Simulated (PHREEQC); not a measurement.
Consider water at 85 °C with 0.0013 mol HF, 0.00094 mol KF and 0.014 mol HCl per kg of water. Closed to the air; pH follows from the charge balance.

Equilibrium calculation in PHREEQC: ion-association model, wateq4f.dat.

```tsv
quantity	before	after
pH	1.93	3.85
ionic strength (mol/kgw)	0.0140	0.000153
F- (mol/kgw)	4.38e-5	1.33e-5
H2F2 (mol/kgw)	1.16e-6	2.00e-11
HF2- (mol/kgw)	4.07e-7	5.11e-10
```

### Question
Which change was made?
(A) KF from 0.00094 to 0.00141 mol/kgw
(B) diluted 100-fold with water
(C) temperature from 85 to 15 °C
(D) HF left out
(E) KF replaced by Pb(BF4)2 at the same molality

### Answer
B, diluted 100-fold with water

This is a speciation only: nothing precipitates in the calculation. At this temperature some constants are extrapolated from 25 °C, and those without enthalpy data are left unchanged.
